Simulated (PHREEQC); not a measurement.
Metal-bearing waste water

Solution (25 °C): 0.14 mol CuSO4, 0.0023 mol NiCl2 and 0.18 mol H2SO4 per kg of water. Closed to the air; pH follows from the charge balance.

The numbers come from PHREEQC with the ion-association model, wateq4f.dat.

Each row changes one thing in this solution. Precipitation was switched off in this run.

```csv
case,pH,ionic strength (mol/kgw),HSO4- (mol/kgw),Cu+2 (mol/kgw),SO4-2 (mol/kgw),CuSO4 (mol/kgw),SI of Chalcanthite (CuSO4:5H2O),SI of Morenosite (NiSO4:7H2O)
as made,0.94,0.482,0.209,0.0889,0.0595,0.0508,-0.94,-2.97
H2SO4 replaced by Rb2SO4 at the same molality,4.75,0.762,0.000110,0.0551,0.234,0.0846,-0.69,-2.70
H2SO4 replaced by FeSO4 at the same molality,4.66,0.609,9.40e-5,0.0636,0.151,0.0761,-0.75,-2.76
H2SO4 from 0.18 to 0.018 mol/kgw,2.00,0.301,0.0232,0.0727,0.0667,0.0670,-0.82,-2.88
CuSO4 from 0.14 to 0.126 mol/kgw,0.92,0.458,0.204,0.0808,0.0557,0.0450,-0.99,-2.98
diluted 10-fold with water,1.72,0.0641,0.0134,0.00913,0.0136,0.00486,-1.98,-4.06
temperature from 25 to 55 °C,1.03,0.463,0.235,0.0971,0.0417,0.0420,-1.20,-3.34
H2SO4 replaced by Li2SO4 at the same molality,4.69,0.680,0.000105,0.0590,0.189,0.0807,-0.72,-2.73
0.029 mol/kgw NaHSO4 added,0.92,0.519,0.231,0.0883,0.0643,0.0514,-0.93,-2.95
```

The ionic strength passes 0.7 mol/kgw, the rough limit of the ion-association models, in H2SO4 replaced by Rb2SO4 at the same molality. Some of these states are supersaturated (in Antlerite, Brochantite, for instance). At this temperature some constants are extrapolated from 25 °C, and those without enthalpy data are left unchanged.
